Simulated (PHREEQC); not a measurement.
Consider water at 35 °C with 5.5 mmol/kgw PbCl2, 4.9 mmol/kgw KNO3 and 2.7 mmol/kgw Na2SO4. Closed to the air; pH follows from the charge balance.

Model: ion-association model, wateq4f.dat, run in PHREEQC.

This is a speciation only: nothing precipitates in the calculation.

Task: Predict the pH.

Result: pH 5.21.

Task: In which forms is Pb present?

Result: Pb+2 62 %, PbSO4 18 %, PbCl+ 17 %, PbNO3+ 2.4 % of the Pb.

Examples of supersaturated solids here: Anglesite, Larnakite. Others may be too.
